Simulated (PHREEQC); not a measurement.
A made-up water analysis in mg/L, 25 °C, pH 3.1, pe 10:

| constituent | mg/L |
|---|---|
| Na | 48 |
| K | 13.6 |
| Ca | 164 |
| Mg | 19.7 |
| Cl | 77.1 |
| S(6) as SO4 | 566 |
| Sr | 0.648 |

Valence states are taken as typed.

All values are PHREEQC results (ion-association model, wateq4f.dat), not measurements.

Each row changes one thing in this solution. This is a speciation only: nothing precipitates in the calculation.

```tsv
case	ionic strength (mol/kgw)	SO4-2 (mol/kgw)	CaSO4 (mol/kgw)	Mg+2 (mol/kgw)	HSO4- (mol/kgw)	MgSO4 (mol/kgw)	SI of Gypsum (CaSO4:2H2O)	SI of Halite (NaCl)
as made	0.0192	0.00445	0.000962	0.000594	0.000231	0.000217	-0.73	-7.05
Mg from 19.7 to 59.1 mg/L	0.0213	0.00417	0.000883	0.00183	0.000213	0.000600	-0.77	-7.05
temperature from 25 to 80 °C at the same typed pH	0.0172	0.00362	0.00108	0.000423	0.000751	0.000388	-0.71	-7.16
```

Complexes and solids missing from the database can't appear. Away from 25 °C the constants follow the database's enthalpies or fits; those with neither stay at their 25 °C values.
